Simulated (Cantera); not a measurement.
A perfectly stirred reactor is fed with CH₄ : H₂ = 1 : 4.5 (molar parts), at 1.00 bar; it is held at 1600 K, and followed from long to short residence time.

Model: GRI-Mech 3.0 (53 species, 325 reactions), integrated in Cantera. GRI-Mech 3.0 stops at C3 and has no aromatics, soot or wall deposition, so with more carbon than oxygen in the feed, carbon stays in small species such as C2H2 where larger ones or solid carbon would form.

**Question.** What does this change do: H2 4.5 to 15 parts?

**Answer.** 
| quantity | before | after |
|---|---|---|
| x(CH₄) at τ = 1.00 s | 0.0787 | 0.0403 |
| x(H₂) at τ = 1.00 s | 0.877 | 0.949 |
| x(C₂H₂) at τ = 1.00 s | 0.0399 | 0.00946 |
| x(CH₃) at τ = 1.00 s | 8.82e-5 | 4.47e-5 |
| x(C₂H) at τ = 1.00 s | 7.39e-9 | 1.74e-9 |
| x(CH₄) at τ = 27.0 ms | 0.165 | 0.0601 |
| x(H₂) at τ = 27.0 ms | 0.828 | 0.939 |
| x(C₂H₂) at τ = 27.0 ms | 0.00598 | 0.000903 |
| x(CH₃) at τ = 27.0 ms | 0.000166 | 6.35e-5 |
| x(C₂H) at τ = 27.0 ms | 9.96e-10 | 1.58e-10 |

**Question.** What does this change do: temperature 1600 to 1750 K?

**Answer.** 
| quantity | before | after |
|---|---|---|
| x(CH₄) at τ = 1.00 s | 0.0787 | 0.0267 |
| x(H₂) at τ = 1.00 s | 0.877 | 0.907 |
| x(C₂H₂) at τ = 1.00 s | 0.0399 | 0.0637 |
| x(CH₃) at τ = 1.00 s | 8.82e-5 | 0.000131 |
| x(C₂H) at τ = 1.00 s | 7.39e-9 | 1.08e-7 |
| x(CH₄) at τ = 27.0 ms | 0.165 | 0.0952 |
| x(H₂) at τ = 27.0 ms | 0.828 | 0.868 |
| x(C₂H₂) at τ = 27.0 ms | 0.00598 | 0.0351 |
| x(CH₃) at τ = 27.0 ms | 0.000166 | 0.000433 |
| x(C₂H) at τ = 27.0 ms | 9.96e-10 | 5.57e-8 |
